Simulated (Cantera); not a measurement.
Charge: 1 mol c-C₄F₈, 1.7 mol HCl, held at 2077 °C and 13.3 mbar.

Cantera equilibrium calculation (NASA polynomials, part measured and part estimated; ideal gas, pure solids and liquids). Candidate condensed phases: C, C₆H₆, C₇H₈, C₈H₁₈; 118 gas species. The feed counts by its element totals alone. Gases not in the tables: C₂F₆ and larger saturated fluorocarbons. Rates play no part.

Base state: HF 0.242, Cl 0.241, CF₂ 0.236, F 0.226, CF₄ 0.0441, CF₃ 0.00612, CF 0.00451, HCl 0.000496 (mole fractions); condensed: C(graphite).

What changes in the equilibrium state with this change: temperature from 2077 °C to 725 °C?


| species | before | after |
|---|---|---|
| CF₄ | 0.0441 | 0.454 |
| HCl | 0.000496 | 0.228 |
| HF | 0.242 | 0.208 |
| Cl | 0.241 | 0.00102 |
| CF₂ | 0.236 | 2.95e-9 |
| F | 0.226 | <1e-9 |
| Cl₂ | 0.000145 | 0.0980 |
| CClF₃ | 4.86e-5 | 0.0105 |
| CF | 0.00451 | <1e-9 |
| CF₃ | 0.00612 | 5.23e-9 |
| C(graphite), mol | 1.96 | 2.19 |
